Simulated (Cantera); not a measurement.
Dilute partial oxidation

An isothermal, constant-pressure homogeneous reactor starts with CH2O : O2 : N2 = 0.0048 : 0.0039 : 1 (molar parts), at 1175 K and 101000 Pa.

Computed with Cantera and GRI-Mech 3.0 (53 species, 325 reactions).

| t (s) | x CH2O | x O2 | x O | x NO | x CH4 | x CO |
|---|---|---|---|---|---|---|
| 0.000800 | 0.00475 | 0.00386 | 7.88e-10 | <1e-12 | 1.00e-12 | 1.31e-5 |
| 0.00228 | 0.00414 | 0.00372 | 2.91e-8 | <1e-12 | 6.15e-10 | 0.000617 |
| 0.00651 | 2.57e-10 | 0.00164 | 0.000201 | 9.70e-8 | 5.91e-10 | 0.00404 |
| 0.0186 | 4.68e-11 | 0.000100 | 1.59e-5 | 6.82e-7 | 1.39e-12 | 0.00146 |
| 0.0530 | 1.24e-11 | 1.59e-6 | 3.75e-7 | 7.11e-7 | 1.33e-12 | 0.00107 |
| 0.151 | 3.81e-12 | 8.55e-8 | 2.44e-8 | 7.05e-7 | <1e-12 | 0.00101 |
| 0.431 | 1.46e-12 | 7.80e-9 | 2.24e-9 | 6.87e-7 | <1e-12 | 0.000993 |
| 1.23 | <1e-12 | 7.62e-10 | 1.95e-10 | 6.50e-7 | <1e-12 | 0.000987 |
| 3.51 | <1e-12 | 7.24e-11 | 1.35e-11 | 5.82e-7 | <1e-12 | 0.000984 |
| 10.0 | <1e-12 | 8.15e-12 | 1.23e-12 | 4.89e-7 | <1e-12 | 0.000983 |
x: mole fraction; the columns are a selection and need not sum to one.

Equilibrium at this temperature and pressure: CH2O <1e-12, O2 <1e-12, O <1e-12, NO 1.46e-11, CH4 <1e-12, CO 0.000981 (gas phase only).
